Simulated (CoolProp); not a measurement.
Values from CoolProp's reference Helmholtz-energy equation of state, Platzer 1990. This equation is an older, rougher fit; its heat capacities, sound speeds and derivatives of the liquid may be far off and weren't checked against measurements.

### Question
Give the vapour pressure (kPa), liquid density (kg/m³), enthalpy of vaporisation (kJ/kg), vapour Z of saturated CF4 (R14) at -70.85 °C.

### Answer
```tsv
T (°C)	p (kPa)	liquid density (kg/m³)	enthalpy of vaporisation (kJ/kg)	vapour Z
-70.85	1680	1220	87.2	0.716
```
